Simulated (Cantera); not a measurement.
A perfectly stirred reactor is fed with 0.433 % C₂H₆, 99.6 % N₂, at 0.00395 atm; it is held at 1400 K, and followed from long to short residence time.

Detailed kinetics in Cantera: GRI-Mech 3.0 (53 species, 325 reactions). GRI-Mech 3.0 stops at C3 and has no aromatics, soot or wall deposition, so with more carbon than oxygen in the feed, carbon stays in small species such as C2H2 where larger ones or solid carbon would form. Radical loss at walls, strong at low pressure, is not modelled.

x: mole fraction; the columns are a selection and need not sum to one.

```tsv
τ (s)	x C₂H₆	x CH₄	x CH₂	x CH₃	x H	x H₂
29	8.80e-6	0.000345	1.85e-7	4.76e-5	[?]	0.00793
6.9	3.29e-5	0.000536	3.64e-7	9.27e-5	[?]	0.00742
1.6	0.000125	0.000739	6.69e-7	0.000181	6.99e-5	0.00648
0.39	0.000445	0.000766	1.07e-6	0.000338	7.42e-5	0.00489
0.092	0.00150	0.000429	1.31e-6	0.000563	[?]	0.00265
0.022	0.00336	7.86e-5	7.59e-7	0.000494	[?]	0.000646
0.0052	0.00420	5.75e-6	8.89e-8	0.000172	[?]	2.89e-5
0.0012	0.00431	3.25e-7	1.62e-9	4.26e-5	[?]	2.85e-7
0.00029	0.00432	1.92e-8	2.32e-11	1.04e-5	[?]	2.91e-9
```

Problem. What belongs in the gaps?

Solution. 
- 29, x H: 5.42e-5
- 6.9, x H: 6.18e-5
- 0.092, x H: 6.46e-5
- 0.022, x H: 3.36e-5
- 0.0052, x H: 5.24e-6
- 0.0012, x H: 2.20e-7
- 0.00029, x H: 9.27e-9
